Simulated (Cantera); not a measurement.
What does this Cantera script print?

```python
import numpy as np
import cantera as ct

gas = ct.Solution("gri30.yaml")
gas.TPX = 1275, 101325, {'CH4': 1, 'CO': 0.67, 'O2': 1.3, 'N2': 3.89, 'H2O': 0.46}
reactor = ct.IdealGasConstPressureReactor(gas, energy="on", clone=False)
net = ct.ReactorNet([reactor])
net.rtol, net.atol = 1e-08, 1e-16
show = ['CH4', 'CO', 'O2', 'C2H', 'CH2CO', 'HO2', 'NO']
times = np.geomspace(1e-06, 8, 14)

steps = ct.SolutionArray(gas, extra=["t"])
rows = []
print(f"{'t/s':>10s}{'T/K':>9s}{'P/Pa':>11s}" + "".join(f"{s:>11s}" for s in show))
for t in times:
    while net.time < t:
        t_next = net.step()
        steps.append(gas.state, t=t_next)
    rows.append([np.interp(t, steps.t, y) for y in (steps.T, steps.P, *steps(*show).X.T)])
    print(f"{t:10.3e}{rows[-1][0]:9.1f}{rows[-1][1]:11.4g}" + "".join(f"{x:11.3e}" for x in rows[-1][2:]))
rate = np.gradient(steps.T, steps.t)
print("integrator steps:", len(steps.t))
if steps.T.max() > steps.T[0] + 200:
    print(f"time of steepest temperature rise: {steps.t[rate.argmax()]:.4e} s")
gas.TPX = 1275, 101325, {'CH4': 1, 'CO': 0.67, 'O2': 1.3, 'N2': 3.89, 'H2O': 0.46}
gas.equilibrate("HP")
print(f"equilibrium (HP): T = {gas.T:.1f} K  " + "  ".join(f"{s} {gas[s].X[0]:.3e}" for s in show))
```

Output:

```
       t/s      T/K       P/Pa        CH4         CO         O2        C2H      CH2CO        HO2         NO
 1.000e-06   1275.0  1.013e+05  1.366e-01  9.153e-02  1.776e-01  9.868e-32  9.270e-16  4.275e-09  6.150e-20
 3.396e-06   1275.0  1.013e+05  1.366e-01  9.153e-02  1.776e-01  2.281e-30  1.401e-14  1.431e-08  4.020e-19
 1.153e-05   1275.0  1.013e+05  1.366e-01  9.153e-02  1.776e-01  3.870e-29  1.881e-13  4.606e-08  1.699e-18
 3.918e-05   1275.0  1.013e+05  1.366e-01  9.153e-02  1.776e-01  1.260e-27  2.404e-12  1.308e-07  6.310e-18
 1.331e-04   1275.0  1.013e+05  1.366e-01  9.153e-02  1.776e-01  2.541e-25  3.252e-11  2.640e-07  2.459e-17
 4.519e-04   1275.0  1.013e+05  1.366e-01  9.153e-02  1.776e-01  1.573e-22  4.715e-10  3.272e-07  1.235e-16
 1.535e-03   1275.3  1.013e+05  1.365e-01  9.152e-02  1.776e-01  7.691e-20  5.716e-09  4.702e-07  8.532e-16
 5.213e-03   1277.0  1.013e+05  1.362e-01  9.148e-02  1.773e-01  6.764e-18  5.026e-08  1.091e-06  5.201e-15
 1.770e-02   1292.5  1.013e+05  1.336e-01  9.147e-02  1.754e-01  2.261e-15  2.053e-06  4.800e-06  7.380e-14
 6.013e-02   2541.1  1.013e+05  2.046e-12  1.564e-01  2.146e-04  2.513e-17  8.630e-15  1.285e-07  6.131e-04
 2.042e-01   2541.1  1.013e+05  2.046e-12  1.564e-01  2.145e-04  2.513e-17  8.632e-15  1.284e-07  6.187e-04
 6.935e-01   2541.1  1.013e+05  2.046e-12  1.564e-01  2.145e-04  2.513e-17  8.632e-15  1.284e-07  6.187e-04
 2.355e+00   2541.1  1.013e+05  2.046e-12  1.564e-01  2.145e-04  2.513e-17  8.632e-15  1.284e-07  6.187e-04
 8.000e+00   2541.1  1.013e+05  2.046e-12  1.564e-01  2.145e-04  2.513e-17  8.632e-15  1.284e-07  6.187e-04
integrator steps: 2456
time of steepest temperature rise: 3.0588e-02 s
equilibrium (HP): T = 2541.1 K  CH4 2.338e-12  CO 1.564e-01  O2 2.145e-04  C2H 2.732e-17  CH2CO 9.419e-15  HO2 1.284e-07  NO 6.187e-04
```

Detailed kinetics in Cantera: GRI-Mech 3.0 (53 species, 325 reactions).
